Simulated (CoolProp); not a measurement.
Isobutene along the isobar 0.939 MPa: Z from the reference equation and from simpler models built on Tc = 418.1 K, pc = 4.016 MPa, ω = 0.193; each cubic takes its own stable root.

Model: reference Helmholtz-energy equation of state, Lemmon 2005, in CoolProp. It is a short technical equation, of lower accuracy than the large ones.

```json
[
 {"T (K)": "397", "phase": "gas", "reference": "0.8958", "Pitzer virial": "0.9040", "van der Waals": "0.9153", "Soave-Redlich-Kwong": "0.8990"},
 {"T (K)": "407.2", "phase": "gas", "reference": "0.9050", "Pitzer virial": "0.9118", "van der Waals": "0.9207", "Soave-Redlich-Kwong": "0.9076"},
 {"T (K)": "417.4", "phase": "gas", "reference": "0.9131", "Pitzer virial": "0.9188", "van der Waals": "0.9257", "Soave-Redlich-Kwong": "0.9153"},
 {"T (K)": "427.6", "phase": "gas", "reference": "0.9203", "Pitzer virial": "0.9251", "van der Waals": "0.9303", "Soave-Redlich-Kwong": "0.9223"},
 {"T (K)": "437.8", "phase": "gas", "reference": "0.9267", "Pitzer virial": "0.9309", "van der Waals": "0.9345", "Soave-Redlich-Kwong": "0.9286"},
 {"T (K)": "448", "phase": "gas", "reference": "0.9325", "Pitzer virial": "0.9361", "van der Waals": "0.9384", "Soave-Redlich-Kwong": "0.9342"},
 {"T (K)": "458.2", "phase": "gas", "reference": "0.9376", "Pitzer virial": "0.9408", "van der Waals": "0.9419", "Soave-Redlich-Kwong": "0.9394"},
 {"T (K)": "468.4", "phase": "gas", "reference": "0.9423", "Pitzer virial": "0.9452", "van der Waals": "0.9452", "Soave-Redlich-Kwong": "0.9441"},
 {"T (K)": "478.6", "phase": "gas", "reference": "0.9465", "Pitzer virial": "0.9492", "van der Waals": "0.9483", "Soave-Redlich-Kwong": "0.9484"},
 {"T (K)": "488.8", "phase": "gas", "reference": "0.9504", "Pitzer virial": "0.9528", "van der Waals": "0.9511", "Soave-Redlich-Kwong": "0.9523"},
 {"T (K)": "499", "phase": "gas", "reference": "0.9539", "Pitzer virial": "0.9561", "van der Waals": "0.9537", "Soave-Redlich-Kwong": "0.9559"},
 {"T (K)": "509.2", "phase": "gas", "reference": "0.9571", "Pitzer virial": "0.9592", "van der Waals": "0.9562", "Soave-Redlich-Kwong": "0.9593"},
 {"T (K)": "519.4", "phase": "gas", "reference": "0.9600", "Pitzer virial": "0.9620", "van der Waals": "0.9585", "Soave-Redlich-Kwong": "0.9623"},
 {"T (K)": "529.6", "phase": "gas", "reference": "0.9628", "Pitzer virial": "0.9646", "van der Waals": "0.9606", "Soave-Redlich-Kwong": "0.9651"},
 {"T (K)": "539.8", "phase": "gas", "reference": "0.9653", "Pitzer virial": "0.9670", "van der Waals": "0.9626", "Soave-Redlich-Kwong": "0.9677"},
 {"T (K)": "550", "phase": "gas", "reference": "0.9676", "Pitzer virial": "0.9693", "van der Waals": "0.9645", "Soave-Redlich-Kwong": "0.9701"}
]
```
